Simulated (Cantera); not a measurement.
Feed: 1 mol PbO, 5.8 mol H2, 0.45 mol N2, equilibrated at 0.150 bar.

Equilibrium computed with Cantera from the NASA thermochemical tables; the gas is ideal and each condensed phase is pure. Candidate condensed phases: H2O, Pb, PbO, PbO2, Pb3O4; 27 gas species. Kinetics and transport are ignored.

x: gas mole fraction; n: condensed amount in mol.

```csv
T (K),x H2,x H2O,x N2,x Pb,x NH3,x H,n Pb(s),n Pb(l)
573,0.767,0.160,0.0712,5.55e-12,0.00181,<1e-12,1.00,0
623,0.767,0.160,0.0717,1.38e-10,0.000767,<1e-12,0,1.00
673,0.768,0.160,0.0718,2.04e-9,0.000364,<1e-12,0,1.00
723,0.768,0.160,0.0719,2.06e-8,0.000190,<1e-12,0,1.00
773,0.768,0.160,0.0720,1.54e-7,0.000107,…,0,1.000
823,0.768,0.160,0.0720,8.95e-7,6.46e-5,…,0,1.000
873,0.768,0.160,0.0720,4.24e-6,4.11e-5,…,0,1.000
923,0.768,0.160,0.0720,1.69e-5,2.74e-5,…,0,1.000
973,0.768,0.160,0.0720,5.83e-5,1.89e-5,…,0,1.000
1023,0.768,0.160,0.0720,0.000178,1.36e-5,…,0,0.999
1073,0.768,0.160,0.0720,0.000487,1.00e-5,…,0,0.997
1123,0.767,0.160,0.0719,0.00122,7.58e-6,…,0,0.992
1173,0.766,0.160,0.0718,0.00281,5.86e-6,…,0,0.982
1223,0.763,0.159,0.0716,0.00605,4.60e-6,…,0,0.962
```

### Question
Complete the blanks.

### Answer

- 773, x H: 2.05e-12
- 823, x H: 1.66e-11
- 873, x H: 1.06e-10
- 923, x H: 5.53e-10
- 973, x H: 2.45e-9
- 1023, x H: 9.37e-9
- 1073, x H: 3.17e-8
- 1123, x H: 9.63e-8
- 1173, x H: 2.66e-7
- 1223, x H: 6.78e-7
